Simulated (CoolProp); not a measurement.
Vapour-liquid equilibrium of carbon dioxide (1) + ethane (2) at 271.8 K; x and y are mole fractions of (1).

Values from CoolProp's multi-fluid Helmholtz-energy mixture model, Span 1996 and Bücker 2006; pair parameters Kunz 2012.

Problem. Give the bubble pressure and the first vapour's composition at x = 0.25, 0.55, 0.95. Is there an azeotrope?

Solution. x = 0.25: 3.185 MPa, y = 0.360; x = 0.55: 3.734 MPa, y = 0.598; x = 0.95: 3.528 MPa, y = 0.925. y crosses x between x = 0.65 and 0.75: the model has an azeotrope there.

The pair parameters rest on a limited set of measurements; away from them the model extrapolates.
